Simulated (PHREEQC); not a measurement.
**Acid mine or pickling water: speciation**

Model water analysis in mg/L, 20 °C, pH 3.75, pe 8.8:

| constituent | mg/L |
|---|---|
| Na | 7.56 |
| K | 1.12 |
| Ca | 244 |
| Mg | 13.7 |
| Cl | 44.4 |
| S(6) as SO4 | 961 |
| Mn(2) | 3.01 |
| Fe(3) | 1.35 |
| Al | 82.4 |
| Zn | 2.36 |
| Si as SiO2 | 4.26 |

Valence states are taken as typed.

The numbers come from PHREEQC with the ion-association model, phreeqc.dat.

Each row changes one thing in this solution. No solid was allowed to form.

```json
[
 {"case": "as made", "ionic strength (mol/kgw)": "0.0270", "SO4-2 (mol/kgw)": "0.00577", "Ca+2 (mol/kgw)": "0.00470", "AlSO4+ (mol/kgw)": "0.00219", "CaSO4 (mol/kgw)": "0.00139", "Al+3 (mol/kgw)": "0.000642", "SI of Quartz (SiO2)": "-0.09", "SI of Gypsum (CaSO4:2H2O)": "-0.51"},
 {"case": "all concentrations times 3 at the same typed pH", "ionic strength (mol/kgw)": "0.0697", "SO4-2 (mol/kgw)": "0.0145", "Ca+2 (mol/kgw)": "0.0127", "AlSO4+ (mol/kgw)": "0.00655", "CaSO4 (mol/kgw)": "0.00567", "Al+3 (mol/kgw)": "0.00137", "SI of Quartz (SiO2)": "+0.39", "SI of Gypsum (CaSO4:2H2O)": "+0.11"},
 {"case": "Mg from 13.7 to 6.85 mg/L", "ionic strength (mol/kgw)": "0.0266", "SO4-2 (mol/kgw)": "0.00581", "Ca+2 (mol/kgw)": "0.00469", "AlSO4+ (mol/kgw)": "0.00219", "CaSO4 (mol/kgw)": "0.00141", "Al+3 (mol/kgw)": "0.000633", "SI of Quartz (SiO2)": "-0.09", "SI of Gypsum (CaSO4:2H2O)": "-0.50"},
 {"case": "temperature from 20 to 50 °C at the same typed pH", "ionic strength (mol/kgw)": "0.0255", "SO4-2 (mol/kgw)": "0.00543", "Ca+2 (mol/kgw)": "0.00457", "AlSO4+ (mol/kgw)": "0.00223", "CaSO4 (mol/kgw)": "0.00152", "Al+3 (mol/kgw)": "0.000508", "SI of Quartz (SiO2)": "-0.51", "SI of Gypsum (CaSO4:2H2O)": "-0.52"}
]
```

Some of these states are supersaturated (in Jarosite-K, Hematite (slow to form), Gypsum, for instance). Constants without temperature data keep their 25 °C values here.
